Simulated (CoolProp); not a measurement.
Vapour-liquid equilibrium of cyclohexane (1) + dimethyl carbonate (2) at 0.836 bar; x and y are mole fractions of (1).

Computed with CoolProp (multi-fluid Helmholtz-energy mixture model, Zhou 2014 and Zhou 2011; pair parameters Bell 2016).

```csv
x,"bubble temperature, mixture model (°C)","bubble temperature, Raoult's law (°C)","y, mixture model","y, Raoult's law"
0.05,?,83.7,?,0.066
0.125,73.8,82.9,0.369,0.162
0.2,70.9,82.1,0.461,0.253
0.275,69.2,81.4,?,0.340
0.35,?,80.6,0.551,0.423
0.425,67.8,79.9,0.576,0.502
0.5,67.4,79.2,?,0.578
0.575,67.3,78.4,0.613,0.650
0.65,67.3,77.7,0.633,0.719
0.725,67.4,77.0,0.659,0.785
0.8,67.9,76.3,0.697,0.847
0.875,69.0,75.6,0.760,0.907
0.95,71.5,74.9,0.871,0.964
```

Question: What belongs in the gaps?

Answer: 
- 0.05, bubble temperature, mixture model (°C): 78.9
- 0.05, y, mixture model: 0.200
- 0.275, y, mixture model: 0.516
- 0.35, bubble temperature, mixture model (°C): 68.3
- 0.5, y, mixture model: 0.595

The largest gap from Raoult's law is -12.3 K in bubble temperature, at x = 0.35. y crosses x between x = 0.575 and 0.65: the model has an azeotrope there.

Pair parameters are fitted to limited data, so mixtures are less certain than the pure fluids.
